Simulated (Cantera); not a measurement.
Feed: 1 mol FeS2, 0.46 mol H2, held at 1798.15 K.

Cantera equilibrium calculation (NASA polynomials, part measured and part estimated; ideal gas, pure solids and liquids). Candidate condensed phases: Fe, FeS, FeS2, S; 8 gas species. FeS: taken at fixed stoichiometry. Equilibrium is a limit: real reactors are often held back by kinetics, nucleation or transport.

Which condensed phases are stable at each of these points (P (Pa)): 10, 42, 180, 750, 3200, 13000, 56000, 240000, 1000000?


| P (Pa) | condensed phases | Fe condensed (%) |
|---|---|---|
| 10 | Fe(δ) | 38.6 |
| 42 | Fe(δ) | 89.1 |
| 180 | FeS(l) | 98.9 |
| 750 | FeS(l) | 99.9 |
| 3200 | FeS(l) | 100.0 |
| 13000 | FeS(l) | 100.0 |
| 56000 | FeS(l) | 100.0 |
| 240000 | FeS(l) | 100.0 |
| 1000000 | FeS(l) | 100.0 |

From 0.000100 bar to 0.000420 bar the condensed part is Fe(δ). From 0.00180 bar to 10.0 bar the condensed part is FeS(l).
